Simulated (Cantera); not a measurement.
# Ignition delay

Mixture: 6.24 % CH₄, 2.18 % CO, 12.4 % O₂, 79.2 % N₂, at 31.6 atm, adiabatic and at constant volume. Ignition delay is the time to a rise of 400 K.

Detailed kinetics in Cantera: GRI-Mech 3.0 (53 species, 325 reactions). The pressure lies above the range GRI-Mech 3.0 was tuned for (to about 10 atm).

```csv
T0 (K),delay (ms)
1175,4.60
1275,1.25
1375,0.406
1475,0.148
1575,0.0588
1675,0.0250
```

| Item | Value |
|---|---|
| apparent activation energy between 1475 and 1675 K | 180 kJ/mol |
